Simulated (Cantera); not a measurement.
Mixture: CH3OH : O2 : N2 = 1 : 1.76 : 6.64 (molar parts), at 1.00 bar, adiabatic and at constant volume. Ignition delay is the time to a rise of 400 K.

Cantera simulation using GRI-Mech 3.0 (53 species, 325 reactions); the numbers are that mechanism's predictions, not measurements. GRI-Mech 3.0 was tuned for natural gas; its chemistry of methanol as a main component is partial and can be far from experiment.

Q: What does this change do: N2 6.64 to 4.5 parts?

A: 
```tsv
quantity	before	after
delay at 1048 K	0.175 s	0.161 s
delay at 1148 K	23.8 ms	21.8 ms
delay at 1248 K	4.52 ms	4.13 ms
delay at 1348 K	1.13 ms	1.03 ms
delay at 1448 K	0.359 ms	0.321 ms
delay at 1548 K	0.138 ms	0.121 ms
apparent activation energy between 1348 and 1548 K	180 kJ/mol	190 kJ/mol
```

Q: What does this change do: pressure from 1.00 bar to 30.0 bar?

A: 
```
quantity                                                before       after
--------------------------------------------------  ----------  ----------
delay at 1048 K                                        0.175 s     13.9 ms
delay at 1148 K                                        23.8 ms     1.81 ms
delay at 1248 K                                        4.52 ms    0.327 ms
delay at 1348 K                                        1.13 ms     77.5 µs
delay at 1448 K                                       0.359 ms     23.1 µs
delay at 1548 K                                       0.138 ms     8.38 µs
apparent activation energy between 1348 and 1548 K  180 kJ/mol  190 kJ/mol
```
The pressure lies above the range GRI-Mech 3.0 was tuned for (to about 10 atm).
